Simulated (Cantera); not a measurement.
Ignition delay

Mixture: H2 : O2 : N2 : H2O = 1 : 1.06 : 4 : 0.13 (molar parts), at 5.00 bar, adiabatic and at constant volume. Ignition delay is the time to a rise of 400 K.

Computed with Cantera and GRI-Mech 3.0 (53 species, 325 reactions). The hydrogen kinetics of GRI-Mech 3.0 are dated; newer H2 mechanisms differ, most at raised pressure.

```json
[
 {"T0 (K)": "1050", "delay (ms)": "4.39"},
 {"T0 (K)": "1150", "delay (ms)": "0.123"},
 {"T0 (K)": "1250", "delay (ms)": "0.0116"},
 {"T0 (K)": "1350", "delay (ms)": "0.00580"},
 {"T0 (K)": "1450", "delay (ms)": "0.00375"},
 {"T0 (K)": "1550", "delay (ms)": "0.00275"}
]
```

The apparent activation energy between 1350 and 1550 K is 65 kJ/mol.
